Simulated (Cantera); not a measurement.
An isothermal, constant-pressure homogeneous reactor starts with 6.67 % NO, 93.3 % N2, at 1773 K and 0.987 atm.

Detailed kinetics in Cantera: GRI-Mech 3.0 (53 species, 325 reactions).

x: mole fraction; the columns are a selection and need not sum to one.

```json
[
 {"t (s)": "1.00e-5", "x NO": "0.0667", "x O": "7.73e-9", "x N2": "0.933", "x N2O": "8.03e-9", "x NO2": "3.33e-10"},
 {"t (s)": "2.68e-5", "x NO": "0.0667", "x O": "1.94e-8", "x N2": "0.933", "x N2O": "2.15e-8", "x NO2": "2.27e-9"},
 {"t (s)": "7.20e-5", "x NO": "0.0667", "x O": "4.46e-8", "x N2": "0.933", "x N2O": "5.70e-8", "x NO2": "1.42e-8"},
 {"t (s)": "0.000193", "x NO": "0.0667", "x O": "[?]", "x N2": "0.933", "x N2O": "[?]", "x NO2": "[?]"},
 {"t (s)": "0.000518", "x NO": "0.0667", "x O": "1.61e-7", "x N2": "0.933", "x N2O": "3.74e-7", "x NO2": "2.98e-7"},
 {"t (s)": "0.00139", "x NO": "0.0667", "x O": "3.59e-7", "x N2": "0.933", "x N2O": "8.41e-7", "x NO2": "1.03e-6"},
 {"t (s)": "0.00373", "x NO": "0.0667", "x O": "9.48e-7", "x N2": "0.933", "x N2O": "1.49e-6", "x NO2": "3.34e-6"},
 {"t (s)": "0.0100", "x NO": "0.0666", "x O": "[?]", "x N2": "0.933", "x N2O": "1.85e-6", "x NO2": "[?]"},
 {"t (s)": "0.0268", "x NO": "0.0666", "x O": "2.69e-6", "x N2": "0.933", "x N2O": "1.87e-6", "x NO2": "1.06e-5"},
 {"t (s)": "0.0720", "x NO": "0.0665", "x O": "2.76e-6", "x N2": "0.933", "x N2O": "1.87e-6", "x NO2": "1.09e-5"},
 {"t (s)": "0.193", "x NO": "0.0663", "x O": "2.93e-6", "x N2": "0.934", "x N2O": "1.86e-6", "x NO2": "1.15e-5"},
 {"t (s)": "0.518", "x NO": "0.0657", "x O": "3.33e-6", "x N2": "0.934", "x N2O": "1.83e-6", "x NO2": "1.30e-5"},
 {"t (s)": "1.39", "x NO": "0.0642", "x O": "4.21e-6", "x N2": "0.935", "x N2O": "1.75e-6", "x NO2": "1.62e-5"},
 {"t (s)": "3.73", "x NO": "0.0603", "x O": "5.91e-6", "x N2": "0.937", "x N2O": "1.55e-6", "x NO2": "2.15e-5"},
 {"t (s)": "10.0", "x NO": "0.0511", "x O": "8.67e-6", "x N2": "0.941", "x N2O": "1.13e-6", "x NO2": "2.69e-5"}
]
```

Question: Fill in the missing entries.

Answer: 
- 0.000193, x O: 8.76e-8
- 0.000193, x N2O: 1.49e-7
- 0.000193, x NO2: 7.40e-8
- 0.0100, x O: 2.13e-6
- 0.0100, x NO2: 8.22e-6
